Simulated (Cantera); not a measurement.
Charge: 1 mol Pb, a varied amount of CO2, 150 mol N2, at 1098 K and 1950 Torr.

Equilibrium computed with Cantera from the NASA thermochemical tables; the gas is ideal and each condensed phase is pure. Candidate condensed phases: C, Pb, PbO, PbO2, Pb3O4; 27 gas species. Mutual solubility and eutectic melting of coexisting phases are not modelled. Kinetics and transport are ignored.

x: gas mole fraction; n: condensed amount in mol.

| n(CO2) (mol) | x N2 | x CO2 | x Pb | x CO | x PbO | n Pb(l) | n PbO(yellow) |
|---|---|---|---|---|---|---|---|
| 0.086 | 0.999 | 0.000572 | 4.49e-5 | 5.16e-7 | 5.16e-7 | 0.993 | 0 |
| 0.19 | 0.999 | 0.00126 | 4.49e-5 | 7.67e-7 | 7.67e-7 | 0.993 | 0 |
| 0.44 | 0.997 | 0.00292 | 4.49e-5 | 1.17e-6 | 1.17e-6 | 0.993 | 0 |
| 1 | 0.993 | 0.00662 | 4.49e-5 | 1.76e-6 | 1.76e-6 | 0.993 | 0 |
| 2.3 | 0.985 | 0.0151 | 4.49e-5 | 3.12e-6 | 2.26e-6 | 0.993 | [?] |
| 5.2 | 0.966 | 0.0335 | 4.49e-5 | 6.91e-6 | 2.26e-6 | 0.992 | [?] |
| 12 | 0.926 | 0.0741 | 4.49e-5 | 1.53e-5 | 2.26e-6 | 0.990 | [?] |

**Question.** Complete the blanks.

**Answer.** 
- 2.3, n PbO(yellow): 0.000131
- 5.2, n PbO(yellow): 0.000723
- 12, n PbO(yellow): 0.00211
